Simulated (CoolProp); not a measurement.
Vapour pressure (bar) of ethylbenzene: the reference equation beside estimates from Tc = 617.1 K, pc = 36.22 bar, ω = 0.304.

Values from CoolProp's reference Helmholtz-energy equation of state, Zhou 2012.

```csv
T (K),reference,Lee-Kesler,van der Waals
435.9,1.967,1.974,7.602
448.5,2.610,2.627,8.769
461,3.395,3.425,10.04
473.5,4.348,4.394,11.41
486,5.491,[?],12.91
498.5,6.846,6.928,[?]
511,8.437,8.540,[?]
523.6,10.31,10.43,18.13
536.1,12.45,12.60,20.11
548.6,14.92,15.08,22.23
561.1,17.74,17.92,24.48
573.6,20.95,21.16,26.86
586.1,24.61,24.83,29.38
598.6,28.80,29.00,32.03
```

### Question
Some entries are withheld; supply them.

### Answer

- 486, Lee-Kesler: 5.554
- 498.5, van der Waals: 14.52
- 511, van der Waals: 16.25

Absolute difference from the reference over all 14 rows, mean and median: Lee-Kesler 1.0 and 1.0 %, van der Waals 107.4 and 84.2 %.
